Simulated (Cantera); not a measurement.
Input (Python, Cantera):

```python
import numpy as np
import cantera as ct

gas = ct.Solution("gri30.yaml", transport_model="mixture-averaged")
show = ['H2O', 'OH', 'H']

rows = []
print(f"{'T/K':>7s}{'rho':>11s}{'cp':>10s}{'mu':>11s}{'lambda':>11s}{'Pr':>7s}" + "".join(f"{'D_' + s:>11s}" for s in show))
for T in [400, 600, 800, 1000, 1200, 1400, 1600, 1800, 2000]:
    gas.TPX = T, 100000, {'CO2': 0.52, 'NO': 0.46}
    Pr = gas.cp_mass * gas.viscosity / gas.thermal_conductivity
    D = [gas.mix_diff_coeffs_mole[gas.species_index(s)] for s in show]
    rows.append([gas.density, gas.cp_mass, gas.viscosity, gas.thermal_conductivity, Pr, *D])
    print(f"{T:7g}{gas.density:11.4e}{gas.cp_mass:10.1f}{gas.viscosity:11.4e}"
          f"{gas.thermal_conductivity:11.4e}{Pr:7.3f}" + "".join(f"{d:11.4e}" for d in D))
print("SI units: kg/m3, J/kg/K, Pa s, W/m/K, m2/s")
```

It prints:

```
    T/K        rho        cp         mu     lambda     Pr      D_H2O       D_OH        D_H
    400 1.1256e+00     960.7 2.1124e-05 2.8439e-02  0.714 3.3165e-05 4.6409e-05 1.8552e-04
    600 7.5042e-01    1062.8 2.9053e-05 4.2898e-02  0.720 7.2162e-05 9.3447e-05 3.7940e-04
    800 5.6282e-01    1139.9 3.5850e-05 5.6416e-02  0.724 1.2270e-04 1.5215e-04 6.2234e-04
   1000 4.5025e-01    1196.1 4.1920e-05 6.8937e-02  0.727 1.8322e-04 2.2131e-04 9.0894e-04
   1200 3.7521e-01    1234.2 4.7478e-05 8.0577e-02  0.727 2.5268e-04 3.0011e-04 1.2356e-03
   1400 3.2161e-01    1263.6 5.2654e-05 9.1464e-02  0.727 3.3037e-04 3.8795e-04 1.5996e-03
   1600 2.8141e-01    1286.0 5.7532e-05 1.0171e-01  0.727 4.1573e-04 4.8435e-04 1.9991e-03
   1800 2.5014e-01    1303.0 6.2171e-05 1.1141e-01  0.727 5.0837e-04 5.8894e-04 2.4324e-03
   2000 2.2513e-01    1316.0 6.6612e-05 1.2064e-01  0.727 6.0797e-04 7.0138e-04 2.8982e-03
SI units: kg/m3, J/kg/K, Pa s, W/m/K, m2/s
```

Computed with Cantera and GRI-Mech 3.0 (53 species, 325 reactions). The composition is frozen, though it would react at the higher temperatures.
